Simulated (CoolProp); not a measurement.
A simple Rankine cycle with water: condensing at 307.15 K, boiler at 19.8 MPa, turbine inlet 788 K, turbine efficiency 0.9, pump efficiency 0.8, no recuperator. Each further row changes one setting.

Computed with CoolProp (reference Helmholtz-energy equation of state, Wagner 2002).

```tsv
case	thermal efficiency (%)	net work (kJ/kg)	heat in (kJ/kg)	turbine exit temperature (K)	volume ratio over the turbine
as stated	39.3	1230	3120	307.1	1340
turbine inlet 808 K	39.6	1260	3190	307.1	1300
condensing temperature 299.15 K	40.2	1270	3160	299.2	2040
boiler pressure 13.9 MPa	38.6	1240	3210	307.1	923
turbine efficiency 0.8	34.8	1090	3120	307.1	1440
```

The expansion ends wet for: as stated; turbine inlet 808 K; condensing temperature 299.15 K; boiler pressure 13.9 MPa; turbine efficiency 0.8.
